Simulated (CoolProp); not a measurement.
Properties of n-perfluorohexane along the isobar 2100 kPa (Tc = 448.0 K, pc = 1742 kPa, ω = 0.497).

Computed with CoolProp (reference Helmholtz-energy equation of state, Gao 2022).

| T (K) | phase | density (kg/m³) | cp (kJ/(kg K)) | speed of sound (m/s) | expansivity (1/kK) |
|---|---|---|---|---|---|
| 290.6 | liquid | 1706 | 1.032 | 548.9 | 1.634 |
| 297.9 | liquid | 1686 | ? | 530.0 | 1.673 |
| 305.2 | liquid | 1665 | 1.054 | 511.0 | 1.717 |
| 312.5 | liquid | ? | ? | 491.8 | 1.766 |
| 319.8 | liquid | 1623 | 1.076 | 472.4 | 1.823 |
| 327.1 | liquid | 1601 | 1.087 | 452.8 | 1.887 |
| 334.4 | liquid | 1579 | 1.098 | 433.1 | 1.959 |
| 341.7 | liquid | 1556 | 1.109 | 413.1 | 2.042 |
| 349.1 | liquid | 1532 | ? | 392.7 | 2.138 |
| 356.4 | liquid | 1508 | 1.132 | 372.3 | 2.248 |
| 363.7 | liquid | 1482 | 1.144 | 351.6 | ? |
| 371 | liquid | 1456 | 1.157 | 330.8 | 2.523 |
| 378.3 | liquid | ? | 1.170 | 309.6 | 2.700 |
| 385.6 | liquid | 1400 | ? | 288.2 | ? |

**Question.** Fill in the missing entries.

**Answer.** 
- 297.9, cp (kJ/(kg K)): 1.043
- 312.5, density (kg/m³): 1644
- 312.5, cp (kJ/(kg K)): 1.065
- 349.1, cp (kJ/(kg K)): 1.121
- 363.7, expansivity (1/kK): 2.375
- 378.3, density (kg/m³): 1429
- 385.6, cp (kJ/(kg K)): 1.184
- 385.6, expansivity (1/kK): 2.912
